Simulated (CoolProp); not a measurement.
Vapour-liquid equilibrium of propane (1) + R113 (2) at 246.7 K; x and y are mole fractions of (1).

The numbers come from the multi-fluid Helmholtz-energy mixture model, Lemmon 2009 and Marx 1992; pair parameters Bell 2016 in CoolProp.

| x | bubble pressure, mixture model (kPa) | bubble pressure, Raoult's law (kPa) | y, mixture model | y, Raoult's law |
|---|---|---|---|---|
| 0.05 | 16.73 | 12.98 | 0.797 | 0.742 |
| 0.2 | 52.98 | 41.34 | 0.944 | 0.932 |
| 0.35 | 83.81 | 69.69 | 0.970 | 0.967 |
| 0.5 | 110.1 | 98.05 | 0.981 | 0.982 |
| 0.65 | 133.8 | 126.4 | 0.988 | 0.990 |
| 0.8 | 157.2 | 154.8 | 0.993 | 0.995 |
| 0.95 | 183.0 | 183.1 | 0.998 | 0.999 |

The largest gap from Raoult's law is +28.9 % in bubble pressure, at x = 0.05. No azeotrope shows between x = 0.05 and 0.95.

The pair parameters rest on a limited set of measurements; away from them the model extrapolates.
